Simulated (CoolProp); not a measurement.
20 sccm (0 °C, 1 atm) of nitrogen bubbles through liquid octamethylcyclotetrasiloxane (D4) at 337.2 K and leaves saturated at a total pressure of 0.0255 MPa (ideal gas phase). Each further row changes one setting.

Model: reference Helmholtz-energy equation of state, Thol 2015, in CoolProp.

| case | vapour pressure (kPa) | mole fraction of vapour | delivery (mg/min) | delivery (sccm) | change of delivery for a bath 1 K warmer (%) |
|---|---|---|---|---|---|
| as stated | 1.60 | 0.0629 | 17.8 | 1.34 | 5.9 |
| bath temperature 342.2 K | 2.09 | 0.0819 | 23.6 | 1.78 | 5.8 |
| total pressure 0.051 MPa | 1.60 | 0.0314 | 8.59 | 0.649 | 5.7 |
